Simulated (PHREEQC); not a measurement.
Model water analysis in mg/kgw, 25 °C, pH 1.88, pe 10.3:

| constituent | mg/kgw |
|---|---|
| Na | 2450 |
| K | 0.667 |
| Ca | 100 |
| Mg | 8.04 |
| Cl | 781 |
| S(6) as SO4 | 7160 |
| Fe(3) | 866 |
| Zn | 4.62 |

Valence states are taken as typed.

All values are PHREEQC results (ion-association model, phreeqc.dat), not measurements.

**Question.** The ionic strength comes out as 0.162 mol/kgw. What activity coefficients do HSO4-, Mg+2, Fe2(OH)2+4, Zn(SO4)2-2, SO4-2 get?

**Answer.** HSO4- 0.76, Mg+2 0.36, Fe2(OH)2+4 0.011, Zn(SO4)2-2 0.33, SO4-2 0.32.

This is a speciation only: nothing precipitates in the calculation. The solution is supersaturated, for example in Hematite (slow to form), Goethite (slow to form), so a real one may precipitate; this is no full list.
